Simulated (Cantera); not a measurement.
Input: 1 mol CsCl, 0.47 mol HF, 0.11 mol N2, at 1452 °C and 1.33 mbar.

Equilibrium computed with Cantera from the NASA thermochemical tables; the gas is ideal and each condensed phase is pure. Candidate condensed phases: Cs, CsCl, CsF, NH4Cl; 32 gas species. Rates play no part.

Base state: CsCl 0.587, HF 0.253, N2 0.0695, CsF 0.0439, HCl 0.0403, Cl 0.00387, H2 0.00168, Cs 0.000307 (mole fractions); condensed: gas only.

What changes in the equilibrium state with this change: CsCl replaced by NaCl?


| species | before | after |
|---|---|---|
| NaCl | 0 | 0.592 |
| HF | 0.253 | 0.261 |
| N2 | 0.0695 | 0.0693 |
| CsCl | 0.587 | 0 |
| CsF | 0.0439 | 0 |
| NaF | 0 | 0.0352 |
| HCl | 0.0403 | 0.0336 |
| Na | 0 | 0.00316 |
| Cs | 0.000307 | 0 |
| Na2Cl2 | 0 | 0.000147 |
| Cs2Cl2 | 5.34e-5 | 0 |
Further candidate phases: Na, NaCl, NaF.
